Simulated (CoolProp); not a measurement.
A single-stage vapour-compression cycle with n-perfluorobutane: evaporating at 276.15 K (dew point), condensing at 302.15 K (bubble point), superheat 10 K, subcooling 0 K, compressor efficiency 0.8, no pressure losses. Each further row changes one setting.

Computed with CoolProp (reference Helmholtz-energy equation of state, Gao 2022).

```json
[
 {"case": "as stated", "cooling COP": "___", "pressure ratio": "2.46", "discharge temperature (K)": "302.1", "refrigerating effect (kJ/kg)": "75.0", "volumetric capacity (kJ/m³)": "974"},
 {"case": "evaporating temperature 281.15 K", "cooling COP": "9.35", "pressure ratio": "2.03", "discharge temperature (K)": "303.1", "refrigerating effect (kJ/kg)": "79.0", "volumetric capacity (kJ/m³)": "1230"},
 {"case": "condensing temperature 297.15 K", "cooling COP": "___", "pressure ratio": "___", "discharge temperature (K)": "___", "refrigerating effect (kJ/kg)": "80.8", "volumetric capacity (kJ/m³)": "1050"},
 {"case": "subcooling 5 K", "cooling COP": "7.64", "pressure ratio": "2.46", "discharge temperature (K)": "302.1", "refrigerating effect (kJ/kg)": "80.8", "volumetric capacity (kJ/m³)": "1050"},
 {"case": "superheat 20 K", "cooling COP": "7.57", "pressure ratio": "2.46", "discharge temperature (K)": "311.2", "refrigerating effect (kJ/kg)": "83.7", "volumetric capacity (kJ/m³)": "___"},
 {"case": "compressor efficiency 0.7", "cooling COP": "6.21", "pressure ratio": "2.46", "discharge temperature (K)": "302.7", "refrigerating effect (kJ/kg)": "75.0", "volumetric capacity (kJ/m³)": "974"}
]
```

Question: Fill in the missing entries.

Answer: 
- as stated, cooling COP: 7.10
- condensing temperature 297.15 K, cooling COP: 9.23
- condensing temperature 297.15 K, pressure ratio: 2.10
- condensing temperature 297.15 K, discharge temperature (K): 298.3
- superheat 20 K, volumetric capacity (kJ/m³): 1040

The compression ends wet for: as stated; subcooling 5 K.
